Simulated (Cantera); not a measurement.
Feed: 1 mol Si(CH₃)₄, 0.035 mol C₃H₈, 13 mol H₂, held at 2498 K and 0.100 bar.

Cantera equilibrium calculation (NASA polynomials, part measured and part estimated; ideal gas, pure solids and liquids). Candidate condensed phases: C, C₆H₆, C₇H₈, C₈H₁₈, Si, SiC; 87 gas species. Gases not in the tables: Si₂H₆ and higher silanes. The numbers say what is thermodynamically allowed, not how fast it happens.

Base state: H₂ 0.899, H 0.0747, Si 0.0112, C₂H₂ (acetylene) 0.00964, SiC₂ 0.00288, Si₂C 0.00159, SiH 0.000886, SiH₂ 0.000218 (mole fractions); condensed: C(graphite) + SiC(s).

Problem. What changes in the equilibrium state with this change: temperature from 2498 K to 2025 K?

Solution. 
```tsv
species	before	after
H₂	0.899	0.993
H	0.0747	0.00606
C₂H₂ (acetylene)	0.00964	0.000899
Si	0.0112	3.50e-5
Si₂	7.08e-5	2.31e-8
SiC₂	0.00288	1.62e-6
Si₂C	0.00159	1.06e-6
C(graphite), mol	2.93	3.07
SiC(s), mol	0.627	0.999
```
